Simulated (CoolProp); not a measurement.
Vapour-liquid equilibrium of R152A (1) + R227EA (2) at 276.7 K; x and y are mole fractions of (1).

Values from CoolProp's multi-fluid Helmholtz-energy mixture model, Outcalt 1996 and Lemmon 2016; pair parameters Bell 2016.

```csv
x,bubble pressure (bar),y at the bubble point,dew pressure at overall composition x (bar),liquid density (mol/L)
0.05,2.246,0.058,2.243,8.856
0.125,2.288,0.151,2.275,9.158
0.2,2.341,0.245,2.314,9.474
0.275,2.404,0.337,2.361,9.807
0.35,2.473,0.424,2.414,10.16
0.425,2.545,0.506,2.474,10.53
0.5,2.617,0.582,2.539,10.92
0.575,2.687,0.652,2.610,11.34
0.65,2.754,0.718,2.685,11.79
0.725,2.816,0.779,2.761,12.28
0.8,2.873,0.839,2.836,12.80
0.875,2.924,0.898,2.905,13.36
0.95,2.968,0.958,2.963,13.96
```

No azeotrope shows between x = 0.05 and 0.95.

The pair parameters rest on a limited set of measurements; away from them the model extrapolates. The gap from Raoult's law changes sign with composition, which may be real or a fault of the pair parameters; it wasn't checked against measurements.
